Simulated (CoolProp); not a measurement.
Saturation properties of cyclopentane (Tc = 511.7 K, pc = 4.583 MPa, ω = 0.202).

The numbers come from the reference Helmholtz-energy equation of state, Gedanitz 2015 in CoolProp.

```tsv
T (K)	p (MPa)	liquid density (kg/m³)	liquid viscosity (µPa s)	vapour viscosity (µPa s)
259.1	0.006914	777.8	451	6.37
293	0.03443	745.5	324	7.24
326.8	0.1168	711.2	242	8.11
360.7	0.3069	674.0	184	9.01
394.5	0.6703	633.0	142	9.98
428.4	1.287	585.8	109	11.2
462.2	2.247	528.1	81.9	12.9
496.1	3.683	438.5	55.5	17.0
```

It boils at 322.4 K under 1 atm.

Viscosity comes from a separate model (Chung 1988), a generic estimate that can be far off for the liquid and wasn't checked against measurements.
